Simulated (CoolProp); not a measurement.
The fluoroketone C6F12O (FK-5-1-12) along the isotherm 474.8 K: fugacity coefficient from the reference equation and from simpler models built on Tc = 441.8 K, pc = 18.69 bar, ω = 0.471; each cubic takes its own stable root.

Values from CoolProp's reference Helmholtz-energy equation of state, McLinden 2015.

```
p (bar)          phase  reference  Redlich-Kwong  Peng-Robinson
-------  -------------  ---------  -------------  -------------
0.296              gas     0.9958         0.9956         0.9954
0.607              gas     0.9913         0.9910         0.9905
1.25               gas     0.9822         0.9816         0.9805
2.56               gas        [?]            [?]         0.9603
5.26               gas        [?]            [?]            [?]
10.8               gas     0.8519         0.8455         0.8393
22.2     supercritical     0.7045         0.6895         0.6870
45.5     supercritical     0.4712            [?]         0.4668
93.5     supercritical        [?]         0.3328         0.3332
```

Task: Fill in the missing entries.

Result: 
- 2.56, reference: 0.9638
- 2.56, Redlich-Kwong: 0.9625
- 5.26, reference: 0.9264
- 5.26, Redlich-Kwong: 0.9235
- 5.26, Peng-Robinson: 0.9195
- 45.5, Redlich-Kwong: 0.4576
- 93.5, reference: 0.3346
